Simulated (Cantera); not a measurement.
Charge: 1 mol SiCl4, 2.3 mol Cl2, 0.34 mol H2, held at 1598.15 K and 8.20 bar.

Equilibrium computed with Cantera from the NASA thermochemical tables; the gas is ideal and each condensed phase is pure. Candidate condensed phases: Si; 19 gas species. The tables' values for SiCl3 are old estimates; treat these amounts as uncertain. Rates play no part.

Base state: Cl2 0.517, SiCl4 0.271, HCl 0.184, Cl 0.0273, SiCl3 1.50e-5 (mole fractions); condensed: gas only.

### Question
What changes in the equilibrium state with this change: pressure from 8.20 bar to 25.0 bar?

### Answer
```
species   before    after
-------  -------  -------
Cl2        0.517    0.526
SiCl4      0.271    0.273
HCl        0.184    0.185
Cl        0.0273   0.0158
SiCl3    1.50e-5  8.55e-6
```

### Question
What changes in the equilibrium state with this change: pressure from 8.20 bar to 1 atm?

### Answer
```csv
species,before,after
Cl2,0.517,0.481
SiCl4,0.271,0.264
HCl,0.184,0.180
Cl,0.0273,0.0749
SiCl3,1.50e-5,4.31e-5
```

### Question
What changes in the equilibrium state with this change: temperature from 1598.15 K to 1673 K?

### Answer
| species | before | after |
|---|---|---|
| Cl2 | 0.517 | 0.507 |
| SiCl4 | 0.271 | 0.269 |
| HCl | 0.184 | 0.183 |
| Cl | 0.0273 | 0.0413 |
| SiCl3 | 1.50e-5 | 3.67e-5 |
